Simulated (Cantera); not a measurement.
**CH2F2 + CH4 (fluorocarbon and chlorocarbon gases)**

Charge: 1 mol CH2F2, 0.021 mol CH4, equilibrated at 1648 K and 7.50 Torr.

Cantera equilibrium calculation (NASA polynomials, part measured and part estimated; ideal gas, pure solids and liquids). Candidate condensed phases: C, C6H6, C7H8, C8H18; 95 gas species. Equilibrium is a limit: real reactors are often held back by kinetics, nucleation or transport.

The x(HF) is 0.979. The x(H2) is 0.0205, the x(H) is 0.000128 and the n(C(graphite)) is 1.02 mol. The gas amount is 2.042 mol.
